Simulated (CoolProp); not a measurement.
Model: reference Helmholtz-energy equation of state, Thol 2017, in CoolProp.

Q: For octamethyltrisiloxane (MDM), give the phase and the cp (kJ/(kg K)), speed of sound (m/s), expansivity (1/kK) at 208.9 K and 0.978 MPa; 219.2 K and 0.978 MPa; 270.4 K and 0.978 MPa.

A: 
- 208.9 K and 0.978 MPa: liquid; cp 1.64, speed of sound 1240, expansivity 1.08
- 219.2 K and 0.978 MPa: liquid; cp 1.65, speed of sound 1200, expansivity 1.09
- 270.4 K and 0.978 MPa: liquid; cp 1.72, speed of sound 1020, expansivity 1.16
